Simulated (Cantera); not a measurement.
# Tantalum, niobium, vanadium and zirconium in process gases: V + O2 + H2

A closed system holds: 1 mol V, 0.74 mol O2, 130 mol H2, held at 2352 °C.

Cantera equilibrium calculation (NASA polynomials, part measured and part estimated; ideal gas, pure solids and liquids). Candidate condensed phases: H2O, V, VO, V2O3, V2O4, V2O5; 12 gas species. VO: taken at fixed stoichiometry. Equilibrium is a limit: real reactors are often held back by kinetics, nucleation or transport.

```tsv
P (Pa)	log p H	log p H2	log p O	log p H2O	n VO(l)
0.100	-6.00	-9.26	-8.25	-13.96	0
0.600	-5.23	-7.71	-7.48	-11.63	0
3.60	-4.46	-6.17	-6.75	-9.36	0
22	-3.71	-4.67	-6.15	-7.26	0
130	-3.06	-3.38	-5.86	-5.67	0
770	-2.54	-2.33	-5.82	-4.59	0
4600	-2.09	-1.43	-5.83	-3.70	0
28000	-1.67	-0.59	-5.84	-2.87	0
170000	-1.27	0.21	-5.93	-2.16	0.783
1000000	-0.88	0.99	-5.98	-1.43	0.962
```
log p: log10 of the partial pressure in bar; n: condensed amount in mol.

From 0.000750 Torr to 210 Torr nothing is condensed. From 1280 Torr to 7500 Torr the condensed part is VO(l). The main V-bearing gas is V at 0.000750 Torr and VO at 7500 Torr.
